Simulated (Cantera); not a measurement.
Adiabatic ignition

An adiabatic, constant-pressure homogeneous reactor starts with CH₄ : O₂ : N₂ = 1 : 2.02 : 7.6 (molar parts), equivalence ratio 0.99, at 1773 K and 5.00 bar.

Computed with Cantera and GRI-Mech 3.0 (53 species, 325 reactions).

| t (s) | T (K) | x CH₄ | x O₂ | x CO | x CH₃ | x O |
|---|---|---|---|---|---|---|
| 6.00e-6 | 1772 | 0.0937 | 0.190 | 4.49e-6 | 0.000309 | 1.03e-6 |
| 1.42e-5 | 1776 | 0.0917 | 0.189 | 0.000152 | 0.000946 | 3.57e-6 |
| 3.34e-5 | 2142 | 0.0294 | 0.127 | 0.0359 | 0.00709 | 0.000346 |
| 7.89e-5 | 2968 | <1e-12 | 0.0230 | 0.0420 | <1e-12 | 0.00695 |
| 0.000186 | 2961 | <1e-12 | 0.0212 | 0.0423 | <1e-12 | 0.00649 |
| 0.000440 | 2955 | <1e-12 | 0.0197 | 0.0426 | <1e-12 | 0.00612 |
| 0.00104 | 2954 | <1e-12 | 0.0195 | 0.0426 | <1e-12 | 0.00605 |
| 0.00245 | 2954 | <1e-12 | 0.0195 | 0.0426 | <1e-12 | 0.00604 |
| 0.00578 | 2954 | <1e-12 | 0.0195 | 0.0426 | <1e-12 | 0.00604 |
| 0.0136 | 2954 | <1e-12 | 0.0195 | 0.0426 | <1e-12 | 0.00604 |
| 0.0322 | 2954 | <1e-12 | 0.0195 | 0.0426 | <1e-12 | 0.00604 |
| 0.0760 | 2954 | <1e-12 | 0.0195 | 0.0426 | <1e-12 | 0.00604 |
| 0.179 | 2954 | <1e-12 | 0.0195 | 0.0426 | <1e-12 | 0.00604 |
| 0.424 | 2954 | <1e-12 | 0.0195 | 0.0426 | <1e-12 | 0.00604 |
| 1.00 | 2954 | <1e-12 | 0.0195 | 0.0426 | <1e-12 | 0.00604 |
x: mole fraction; the columns are a selection and need not sum to one.

* **time of steepest temperature rise**: 34.4 µs
* **temperature at 1.00 s**: 2954 K
* **equilibrium temperature**: 2954 K
* **x(CH₄) at 1.00 s**: <1e-12 (gas-phase equilibrium <1e-12)
* **x(O₂) at 1.00 s**: 0.0195 (gas-phase equilibrium 0.0195)
* **x(CO) at 1.00 s**: 0.0426 (gas-phase equilibrium 0.0426)
